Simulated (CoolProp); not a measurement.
Vapour-liquid equilibrium of C2F6 (R116) (1) + R22 (2) at 0.121 MPa; x and y are mole fractions of (1).

Model: multi-fluid Helmholtz-energy mixture model, Lemmon 2006 and Kamei 1995; pair parameters Bell 2016, in CoolProp.

```json
[
 {"x": "0.05", "bubble temperature (°C)": "-55.3", "y at the bubble point": "0.605", "dew temperature at overall composition x (°C)": "-38.1", "liquid density (mol/L)": "16.36"},
 {"x": "0.125", "bubble temperature (°C)": "-66.6", "y at the bubble point": "0.803", "dew temperature at overall composition x (°C)": "-39.9", "liquid density (mol/L)": "16.13"},
 {"x": "0.2", "bubble temperature (°C)": "-70.5", "y at the bubble point": "0.850", "dew temperature at overall composition x (°C)": "-41.7", "liquid density (mol/L)": "15.70"},
 {"x": "0.275", "bubble temperature (°C)": "-71.9", "y at the bubble point": "0.866", "dew temperature at overall composition x (°C)": "-43.8", "liquid density (mol/L)": "15.21"},
 {"x": "0.35", "bubble temperature (°C)": "-72.3", "y at the bubble point": "0.871", "dew temperature at overall composition x (°C)": "-46.0", "liquid density (mol/L)": "14.71"},
 {"x": "0.425", "bubble temperature (°C)": "-72.5", "y at the bubble point": "0.872", "dew temperature at overall composition x (°C)": "-48.4", "liquid density (mol/L)": "14.24"},
 {"x": "0.5", "bubble temperature (°C)": "-72.5", "y at the bubble point": "0.873", "dew temperature at overall composition x (°C)": "-51.0", "liquid density (mol/L)": "13.79"},
 {"x": "0.575", "bubble temperature (°C)": "-72.6", "y at the bubble point": "0.875", "dew temperature at overall composition x (°C)": "-54.0", "liquid density (mol/L)": "13.37"},
 {"x": "0.65", "bubble temperature (°C)": "-72.9", "y at the bubble point": "0.880", "dew temperature at overall composition x (°C)": "-57.4", "liquid density (mol/L)": "12.98"},
 {"x": "0.725", "bubble temperature (°C)": "-73.2", "y at the bubble point": "0.889", "dew temperature at overall composition x (°C)": "-61.4", "liquid density (mol/L)": "12.62"},
 {"x": "0.8", "bubble temperature (°C)": "-73.6", "y at the bubble point": "0.903", "dew temperature at overall composition x (°C)": "-66.4", "liquid density (mol/L)": "12.28"},
 {"x": "0.875", "bubble temperature (°C)": "-74.1", "y at the bubble point": "0.927", "dew temperature at overall composition x (°C)": "-72.6", "liquid density (mol/L)": "11.98"},
 {"x": "0.95", "bubble temperature (°C)": "-74.5", "y at the bubble point": "0.964", "dew temperature at overall composition x (°C)": "-74.4", "liquid density (mol/L)": "11.70"}
]
```

No azeotrope shows between x = 0.05 and 0.95.

Pair parameters are fitted to limited data, so mixtures are less certain than the pure fluids. With so large a gap from Raoult's law the liquid may split in two, which this calculation doesn't test in full.
